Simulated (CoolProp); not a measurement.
A Linde-Hampson liquefier for oxygen: isothermal reversible compression at 300 K from 1 atm to 5 MPa, throttling to 1 atm, return gas leaving the recuperator 0 K below the feed. Each further row changes one setting.

Model: reference Helmholtz-energy equation of state, Schmidt 1985, in CoolProp.

```tsv
case	liquid yield per pass	compression work (kJ/kg of gas)
as stated	0.029	302
high pressure 10 MPa	0.057	354
warm-end temperature 330 K	0.022	333
warm-end gap 5 K	0.018	302
```

Above 300 K oxygen's equation is extrapolated.
